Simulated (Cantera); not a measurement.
An adiabatic, constant-volume homogeneous reactor starts with C3H8 : O2 : N2 = 1 : 2.5 : 9.4 (molar parts), at 1250 K and 1.80 bar.

Model: GRI-Mech 3.0 (53 species, 325 reactions), integrated in Cantera. GRI-Mech 3.0 was tuned for natural gas; its chemistry of propane as a main component is partial and can be far from experiment.

One state of this run: T (K) = 1252; P (bar) = 1.81; x C3H8 = 0.0711; x O2 = 0.191; x NO = <1e-12; x CH3 = 0.000153; x C2H4 = 0.00592. x: mole fraction; the columns are a selection and need not sum to one.

Problem. Which value of t (s) does it belong to?
A) 0.0479
B) 0.000656
C) 3.76e-5
D) 0.00134

Solution. B, 0.000656
